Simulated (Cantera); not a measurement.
Input: 1 mol BF₃, 0.081 mol O₂, 0.29 mol N₂, equilibrated at 1275 K and 713 Torr.

Cantera equilibrium calculation (NASA polynomials, part measured and part estimated; ideal gas, pure solids and liquids). Candidate condensed phases: B, BN, B₂O₃; 31 gas species. The numbers say what is thermodynamically allowed, not how fast it happens.

Base state: BF₃ 0.729, N₂ 0.211, O₂ 0.0590, NO 9.21e-5 (mole fractions); condensed: gas only.

Q: What changes in the equilibrium state with this change: BF₃ replaced by B₂O₃?

A: 
```json
[
 {"species": "N₂", "before": "0.211", "after": "0.781"},
 {"species": "O₂", "before": "0.0590", "after": "0.218"},
 {"species": "NO", "before": "9.21e-5", "after": "0.000340"},
 {"species": "BF₃", "before": "0.729", "after": "0"},
 {"species": "B₂O₃(l), mol", "before": "0", "after": "1.00"}
]
```
